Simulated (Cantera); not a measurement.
Source: NASA polynomial tables (part measured, part estimated), evaluated in Cantera. Values are per mole of reaction as written; species without (g) are pure solids or liquids, kept so even where they would boil at 1 bar.

2 N(g) + 2 Cr2O3 ⇌ 3 O2(g) + 2 Cr2N, with ΔH° = 1073.6 kJ and ΔS° = 278.7 J/K at 300 K.

Question: How far is the shortcut ΔG° ≈ ΔH°(300 K) − T·ΔS°(300 K) from the full temperature-dependent value at 1423, 1498, 1573, 1648, 1723, 1798, 1873 K?

Answer: 
```tsv
T (K)	shortcut (kJ)	full (kJ)	difference (kJ)	difference in log10 K
1423	677.1	709.2	-32.1	1.18
1498	656.2	690.9	-34.8	1.21
1573	635.3	672.6	-37.3	1.24
1648	614.4	654.2	-39.9	1.26
1723	593.5	635.8	-42.3	1.28
1798	572.6	617.3	-44.7	1.30
1873	551.7	598.7	-47.1	1.31
```
The shortcut ignores the heat-capacity change of the reaction.
